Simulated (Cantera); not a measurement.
Input: 1 mol PbO, 0.27 mol H2, held at 1075 K and 1 atm.

These are equilibrium values from Cantera (NASA tables, ideal gas, pure condensed phases), not measurements of a reactor. Candidate condensed phases: H2O, Pb, PbO, PbO2, Pb3O4; 12 gas species. Mutual solubility and eutectic melting of coexisting phases are not modelled. The numbers say what is thermodynamically allowed, not how fast it happens.

Base state: H2O 1.000, H2 0.000190, Pb 7.49e-5 (mole fractions); condensed: Pb(l) + PbO(yellow).

Problem. What changes in the equilibrium state with this change: temperature from 1075 K to 1348 K?

Solution. 
| species | before | after |
|---|---|---|
| H2O | 1.000 | 0.994 |
| Pb | 7.49e-5 | 0.00471 |
| PbO | 3.04e-6 | 0.000992 |
| H2 | 0.000190 | 0.000591 |
| Pb(l), mol | 0.270 | 0.269 |
| PbO(yellow), mol | 0.730 | 0 |
| PbO(l), mol | 0 | 0.730 |
Each liquid is taken as pure. Gases not in the tables: (PbO)n polymers.

Problem. What changes in the equilibrium state with this change: PbO replaced by Hg?

Solution. 
```tsv
species	before	after
Hg	0	0.787
H2	0.000190	0.213
H2O	1.000	0
Pb	7.49e-5	0
Pb(l), mol	0.270	0
PbO(yellow), mol	0.730	0
```
Further candidate phases: Hg.

Problem. What changes in the equilibrium state with this change: pressure from 1 atm to 48.0 Pa?

Solution. 
| species | before | after |
|---|---|---|
| H2O | 1.000 | 0.835 |
| Pb | 7.49e-5 | 0.158 |
| PbO | 3.04e-6 | 0.00642 |
| H2 | 0.000190 | 0.000159 |
| Pb(l), mol | 0.270 | 0.219 |
| PbO(yellow), mol | 0.730 | 0.728 |
